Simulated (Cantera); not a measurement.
# SiO₂ + HBr + O₂ (oxide etching and cleaning by halides)

Feed: 1 mol SiO₂, 25 mol HBr, 10 mol O₂, held at 1125 K.

Equilibrium computed with Cantera from the NASA thermochemical tables; the gas is ideal and each condensed phase is pure. Candidate condensed phases: Br₂, H₂O, Si, SiO₂; 28 gas species. Equilibrium is a limit: real reactors are often held back by kinetics, nucleation or transport.

```
P (Pa)    x Br  x H₂O    x Br₂   x O₂   x HBr     x OH     x H₂      x O  n SiO₂(β-quartz)
------  ------  -----  -------  -----  ------  -------  -------  -------  ----------------
1        0.555  0.284  0.00680  0.105  0.0488  2.54e-5  6.70e-7  4.73e-7              1.00
5.20     0.508  0.284   0.0297  0.112  0.0663  1.71e-5  2.84e-7  2.14e-7              1.00
27       0.403  0.299   0.0969  0.121  0.0798  1.19e-5  1.26e-7  9.79e-8              1.00
140      0.256  0.331    0.203  0.131  0.0790  8.43e-6  5.89e-8  4.46e-8              1.00
720      0.137  0.365    0.297  0.136  0.0660  5.94e-6  2.81e-8  2.00e-8              1.00
3700    0.0661  0.390    0.357  0.137  0.0497  4.08e-6  1.32e-8  8.88e-9              1.00
19000   0.0306  0.407    0.391  0.136  0.0353  2.77e-6  6.10e-9  3.91e-9              1.00
100000  0.0136  0.417    0.410  0.135  0.0242  1.85e-6  2.74e-9  1.69e-9              1.00
```
x: gas mole fraction; n: condensed amount in mol.

From 0.00750 Torr to 750 Torr the condensed part is SiO₂(β-quartz).
